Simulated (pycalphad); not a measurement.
An equivalent pycalphad script:

```python
from pycalphad import Database, equilibrium, calculate, variables as v
import numpy as np
db = Database('COST507.tdb')
comps = ['HF', 'B', 'VA']
phases = ['B2M', 'BCC_A2', 'BETA_RHOMBO_B', 'BM', 'HCP_A3', 'LIQUID']
eq = equilibrium(db, comps, phases, {v.X('B'): 0.941, v.T: np.arange(3900, 499, -75), v.P: 101325, v.N: 1}, output=['HM', 'SM'])
```

Computed with pycalphad from the COST 507 light-alloy database (1999), at 1 atm. These are 1990s assessments: newer ones move some temperatures and phases. Phase fractions are per mole of atoms. Diffusion is slow at the low end, where real alloys seldom reach equilibrium.

Results at three of the temperatures:

```
T = 2400.00 K, P = 101325 Pa, N = 1 mol of atoms
G = -99258 J/mol, H = 79908 J/mol, S = 74.65 J/(mol K)  (SER reference)
chemical potentials (J/mol): Hf -474417, B -75736
phase             fraction      x(Hf)       x(B)
LIQUID              0.8573     0.0134     0.9866
B2M                 0.1427     0.3333     0.6667
```

```
T = 2175.00 K, P = 101325 Pa, N = 1 mol of atoms
G = -85901 J/mol, H = 28637 J/mol, S = 52.66 J/(mol K)  (SER reference)
chemical potentials (J/mol): Hf -457174, B -62622
phase             fraction      x(Hf)       x(B)
BETA_RHOMBO_B       0.8230       none     1.0000
B2M                 0.1770     0.3333     0.6667
```

```
T = 675.00 K, P = 101325 Pa, N = 1 mol of atoms
G = -26701 J/mol, H = -11932 J/mol, S = 21.88 J/(mol K)  (SER reference)
chemical potentials (J/mol): Hf -345636, B -6704
phase             fraction      x(Hf)       x(B)
BETA_RHOMBO_B       0.8230       none     1.0000
B2M                 0.1770     0.3333     0.6667
```

Changes of the phase set, refined by bisection:

| T (K) | phases above | phases below |
|---|---|---|
| 2844.6 | liquid | B2M + liquid |
| 2337.9 | B2M + liquid | B2M + β-boron |

Database names, with the compositions (at.%) that they take in these runs: B2M: B 67 Hf 33. BETA_RHOMBO_B is β-boron. An entry "none" or "no" means that the model of the phase leaves that element out.
